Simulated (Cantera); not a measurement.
## Thermodynamics of silicon oxide and oxynitride deposition, feed SiH4 + CO2 + H2

Feed: 1 mol SiH4, 4.2 mol CO2, 6.1 mol H2, held at 1725 K and 750 Torr.

Method: chemical equilibrium by Gibbs-energy minimisation in Cantera with the NASA 1993 tables (ideal gas, pure condensed phases). Candidate condensed phases: C, C6H6, C7H8, C8H18, H2O, Si, SiC, SiO2; 123 gas species. The tables hold silica as quartz up to 1696 K and as liquid above; real silica turns to tridymite and cristobalite and melts near 1996 K. Gases not in the tables: Si(OH)4. Rates play no part.

```json
{
 "x(H2)": "0.506",
 "x(CO)": "0.315",
 "x(H2O)": "0.152",
 "x(CO2)": "0.0268",
 "x(H)": "0.000132",
 "x(OH)": "2.19e-6",
 "x(SiO)": "1.58e-6",
 "n(SiO2(condensed))": "1.000 mol",
 "gas_amount": "12.30 mol",
 "log10 activity of C(graphite) (absent)": "-3.36",
 "log10 activity of Si(l) (absent)": "-8.07"
}
```
